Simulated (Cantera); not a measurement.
## Ignition delay

Mixture: H2 : O2 : N2 = 1 : 0.455 : 1.68 (molar parts), equivalence ratio 1.1, at 0.430 bar, adiabatic and at constant pressure. Ignition delay is the time to a rise of 400 K.

Detailed kinetics in Cantera: the H2/O2 subset of GRI-Mech 3.0, which has no nitrogen chemistry. Where the delays flatten at high temperature, the 400 K rule measures the pace of heat release, not the induction time.

```
T0 (K)  delay (ms)
------  ----------
1025         0.330
1075         0.224
1125         0.164
1175         0.126
1225         0.102
1275        0.0855
1325        0.0745
```
